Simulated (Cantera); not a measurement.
A perfectly stirred reactor is fed with H₂ : O₂ : N₂ = 1 : 0.27 : 1.45 (molar parts), equivalence ratio 1.9, at 760 Torr; it is adiabatic with a 598 K inlet, and is followed from long to short residence time, starting on the burning branch (τ in s: 0.15, 0.069, 0.032, 0.015, 0.0067, 0.0031, 0.0014, 0.00066, 0.0003, 0.00014, 6.4e-05, 3e-05).

Detailed kinetics in Cantera: GRI-Mech 3.0 (53 species, 325 reactions).

Predict: blow-out, bracketed by the residence times tried; x(H₂) at τ = 0.150 s; x(O₂) at τ = 0.150 s; x(HO₂) at τ = 0.150 s; x(H₂O) at τ = 0.150 s; x(H₂) at τ = 1.40 ms; x(O₂) at τ = 1.40 ms; x(HO₂) at τ = 1.40 ms; x(H₂O) at τ = 1.40 ms; x(N₂O) at τ = 1.40 ms.


* **blow-out, bracketed by the residence times tried**: burning at 30.0 µs, the shortest tried
* **x(H₂) at τ = 0.150 s**: 0.186
* **x(O₂) at τ = 0.150 s**: 1.81e-5
* **x(HO₂) at τ = 0.150 s**: 7.49e-9
* **x(H₂O) at τ = 0.150 s**: 0.220
* **x(H₂) at τ = 1.40 ms**: 0.175
* **x(O₂) at τ = 1.40 ms**: 0.000403
* **x(HO₂) at τ = 1.40 ms**: 2.69e-7
* **x(H₂O) at τ = 1.40 ms**: 0.213
* **x(N₂O) at τ = 1.40 ms**: 2.80e-9
